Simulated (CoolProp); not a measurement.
Vapour-liquid equilibrium of R125 (1) + propylene (2) at 0.361 MPa; x and y are mole fractions of (1).

Computed with CoolProp (multi-fluid Helmholtz-energy mixture model, Lemmon 2005 and Lemmon 2013; pair parameters Bell 2016).

Task: Give the bubble temperature and the first vapour's composition at x = 0.05, 0.65, 0.75. Is there an azeotrope?

Result: x = 0.05: -17.8 °C, y = 0.122; x = 0.65: -24.0 °C, y = 0.597; x = 0.75: -23.4 °C, y = 0.665. y crosses x between x = 0.45 and 0.55: the model has an azeotrope there.

Pair parameters are fitted to limited data, so mixtures are less certain than the pure fluids.
